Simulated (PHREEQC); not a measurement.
A solution holds 0.014 mol HCl, 0.087 mol AlCl3 and 5.5e-05 mol MnSO4 per kg of water, at 20 °C. Closed to the air; pH follows from the charge balance.

All values are PHREEQC results (ion-association model, phreeqc.dat), not measurements.

Each row changes one thing in this solution. No solid was allowed to form.

```
case                                            pH  SO4-2 (mol/kgw)  HSO4- (mol/kgw)  MnCl2 (mol/kgw)  MnCl3- (mol/kgw)  MnSO4 (mol/kgw)
--------------------------------------------  ----  ---------------  ---------------  ---------------  ----------------  ---------------
as made                                       1.97          6.73e-6          1.72e-6          5.30e-7           4.33e-8          2.06e-9
HCl left out                                  3.37          6.87e-6          7.15e-8          4.91e-7           3.79e-8          2.18e-9
temperature from 20 to 50 °C                  1.97          5.55e-6          2.70e-6          4.81e-7           3.92e-8          2.56e-9
AlCl3 replaced by SrCl2 at the same molality  1.96          2.18e-5          7.46e-6          3.81e-7           2.03e-8          1.16e-8
HCl from 0.014 to 0.0014 mol/kgw              2.91          6.84e-6          2.02e-7          4.94e-7           3.84e-8          2.16e-9
```

Away from 25 °C the constants follow the database's enthalpies or fits; those with neither stay at their 25 °C values.
